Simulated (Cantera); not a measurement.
An isothermal, constant-pressure homogeneous reactor starts with NH3 : H2 = 1 : 0.16 (molar parts), at 2250 K and 100.0 Torr. Integrator tolerance rtol = 1e-08.

Cantera simulation using the gas-phase N/H chemistry of the illustrative SiF4/NH3 mechanism in the Surface Chemkin manual (1991); the numbers are that mechanism's predictions, not measurements. Walls and surfaces, which speed up NH3 decomposition in real reactors, are not modelled.

Question: What does this change do: temperature 2250 to 1550 K?

Answer: 
| quantity | before | after |
|---|---|---|
| x(NH3) at 3.00 s | 7.55e-7 (gas-phase equilibrium 5.81e-7) | 0.812 (gas-phase equilibrium 2.28e-6) |
| x(H2) at 3.00 s | 0.753 (gas-phase equilibrium 0.753) | 0.175 (gas-phase equilibrium 0.768) |
| x(N) at 3.00 s | 3.80e-8 (gas-phase equilibrium 2.92e-8) | 5.77e-9 (gas-phase equilibrium <1e-12) |
| x(N2H2) at 3.00 s | <1e-12 (gas-phase equilibrium <1e-12) | 6.94e-7 (gas-phase equilibrium <1e-12) |
| x(H) at 3.00 s | 0.0178 (gas-phase equilibrium 0.0178) | 7.38e-6 (gas-phase equilibrium 7.61e-5) |
| x(NH) at 3.00 s | 3.08e-8 (gas-phase equilibrium 2.37e-8) | 2.58e-7 (gas-phase equilibrium 4.34e-12) |
